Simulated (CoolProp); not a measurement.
Vapour-liquid equilibrium of isohexane (1) + benzene (2) at 0.0182 MPa; x and y are mole fractions of (1).

Model: multi-fluid Helmholtz-energy mixture model, Lemmon 2006 and Thol 2012; pair parameters Bell 2016, in CoolProp.

```csv
x,"bubble temperature, mixture model (°C)","bubble temperature, Raoult's law (°C)","y, mixture model","y, Raoult's law"
0.05,29.6,31.8,0.181,0.102
0.125,26.1,29.9,0.347,0.237
0.2,23.7,28.2,0.451,0.354
0.275,22.0,26.6,0.525,0.456
0.35,20.8,25.1,0.583,0.545
0.425,19.7,23.7,0.633,0.623
0.5,18.9,22.3,0.678,0.693
0.575,18.1,21.0,0.723,0.754
0.65,17.4,19.8,0.767,0.809
0.725,16.8,18.6,0.813,0.858
0.8,16.2,17.5,0.861,0.902
0.875,15.6,16.5,0.911,0.942
0.95,15.1,15.5,0.964,0.978
```

The largest gap from Raoult's law is -4.6 K in bubble temperature, at x = 0.275. No azeotrope shows between x = 0.05 and 0.95.

The pair parameters rest on a limited set of measurements; away from them the model extrapolates.
